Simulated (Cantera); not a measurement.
An isothermal, constant-pressure homogeneous reactor starts with 1.61 % CH4, 89.7 % H2, 8.70 % H, at 1348 K and 20.0 Torr.

Computed with Cantera and GRI-Mech 3.0 (53 species, 325 reactions). GRI-Mech 3.0 stops at C3 and has no aromatics, soot or wall deposition, so with more carbon than oxygen in the feed, carbon stays in small species such as C2H2 where larger ones or solid carbon would form. Radical loss at walls, strong at low pressure, is not modelled.

Task: Predict: x(CH4) at 20.0 s; x(H2) at 20.0 s; x(H) at 20.0 s; x(C2H4) at 20.0 s.

Result: 
```
Quantity                                              Result
-----------------  -----------------------------------------
x(CH4) at 20.0 s      0.0101 (gas-phase equilibrium 0.00860)
x(H2) at 20.0 s          0.987 (gas-phase equilibrium 0.987)
x(H) at 20.0 s       1.38e-5 (gas-phase equilibrium 1.42e-5)
x(C2H4) at 20.0 s  0.000130 (gas-phase equilibrium 0.000158)
```
